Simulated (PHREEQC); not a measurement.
A column of 0.1 m (30 cells, dispersivity 0.008 m, 300 s a shift, diffusion coefficient 3e-10 m²/s) holds 0.19 eq of the database's cation exchanger X per kg of pore water, first in equilibrium with 0.0031 mol/kgw LiCl, 0.011 mol/kgw Na2SO4 and 1e-05 mol/kgw HCl. It is flushed with 0.081 mol LiCl and 1e-05 mol HCl per kg of water, at 25 °C. Values are for the last cell. No CO2 enters from the air. Precipitation was switched off in this run.

Model: ion-association model, phreeqc.dat, run in PHREEQC.

Problem. Predict S in solution (mol/kgw), Na in solution (mol/kgw), Li in solution (mol/kgw) at pore volumes = 0.4833, 4.45, 5.617, 6.317, 6.55.

Solution. 
| pore volumes | S in solution (mol/kgw) | Na in solution (mol/kgw) | Li in solution (mol/kgw) |
|---|---|---|---|
| 0.4833 | 0.0105 | 0.0240 | 0.00339 |
| 4.45 | 6.28e-8 | 0.0146 | 0.0664 |
| 5.617 | 1.18e-9 | 0.00643 | 0.0746 |
| 6.317 | 1.08e-10 | 0.00384 | 0.0772 |
| 6.55 | 4.89e-11 | 0.00323 | 0.0778 |
